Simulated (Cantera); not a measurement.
An isothermal, constant-pressure homogeneous reactor starts with 2.34 % H₂, 97.7 % O₂, equivalence ratio 0.012, at 1425 K and 2670 Pa.

Computed with Cantera and the H2/O2 subset of GRI-Mech 3.0, which has no nitrogen chemistry. Radical loss at walls, strong at low pressure, is not modelled.

x: mole fraction; the columns are a selection and need not sum to one.

```json
[
 {"t (s)": "4.00e-6", "x H₂": "0.0234", "x O₂": "0.977", "x H₂O₂": "<1e-12", "x OH": "1.12e-9", "x O": "1.13e-9", "x HO₂": "6.01e-9"},
 {"t (s)": "2.22e-5", "x H₂": "0.0234", "x O₂": "0.977", "x H₂O₂": "7.42e-12", "x OH": "2.07e-8", "x O": "2.15e-8", "x HO₂": "3.34e-8"},
 {"t (s)": "0.000123", "x H₂": "0.0234", "x O₂": "0.977", "x H₂O₂": "2.12e-10", "x OH": "3.37e-7", "x O": "3.85e-7", "x HO₂": "1.85e-7"},
 {"t (s)": "0.000684", "x H₂": "0.0215", "x O₂": "0.975", "x H₂O₂": "___", "x OH": "0.000912", "x O": "0.00111", "x HO₂": "1.61e-6"},
 {"t (s)": "0.00380", "x H₂": "0.000194", "x O₂": "0.956", "x H₂O₂": "___", "x OH": "0.00307", "x O": "0.0183", "x HO₂": "1.68e-6"},
 {"t (s)": "0.0211", "x H₂": "0.000143", "x O₂": "0.962", "x H₂O₂": "___", "x OH": "0.00264", "x O": "0.0132", "x HO₂": "1.46e-6"},
 {"t (s)": "0.117", "x H₂": "4.25e-5", "x O₂": "0.972", "x H₂O₂": "___", "x OH": "0.00145", "x O": "0.00378", "x HO₂": "7.54e-7"},
 {"t (s)": "0.649", "x H₂": "3.52e-6", "x O₂": "0.976", "x H₂O₂": "___", "x OH": "0.000418", "x O": "0.000307", "x HO₂": "1.40e-7"},
 {"t (s)": "3.60", "x H₂": "2.56e-7", "x O₂": "0.976", "x H₂O₂": "9.48e-10", "x OH": "0.000113", "x O": "2.22e-5", "x HO₂": "5.34e-8"},
 {"t (s)": "20.0", "x H₂": "9.75e-8", "x O₂": "0.976", "x H₂O₂": "5.03e-10", "x OH": "6.99e-5", "x O": "8.47e-6", "x HO₂": "6.87e-8"}
]
```

What belongs in the gaps?


- 0.000684, x H₂O₂: 8.86e-9
- 0.00380, x H₂O₂: 4.23e-8
- 0.0211, x H₂O₂: 3.86e-8
- 0.117, x H₂O₂: 2.39e-8
- 0.649, x H₂O₂: 6.10e-9
